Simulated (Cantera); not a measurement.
Input: 1 mol Si3N4, 0.0036 mol O2, 150 mol N2.

Equilibrium computed with Cantera from the NASA thermochemical tables; the gas is ideal and each condensed phase is pure. Candidate condensed phases: Si, SiO2, Si2N2O, Si3N4; 16 gas species. Mutual solubility and eutectic melting of coexisting phases are not modelled. Kinetics and transport are ignored.

### Question
What condenses at these points (T in °C, P in Pa): (1325, 130); (1125, 28000); (1375, 0.10); (1275, 3.6); (1525, 770); (1625, 28000); (1175, 0.10)?

### Answer
```tsv
T (°C)	P in Pa	condensed phases	Si condensed (%)
1325	130	Si3N4	99.6
1125	28000	Si2N2O + Si3N4	100.0
1375	0.10	gas only	0.0
1275	3.6	Si	95.1
1525	770	Si	97.4
1625	28000	Si3N4	99.7
1175	0.10	Si	84.8
```
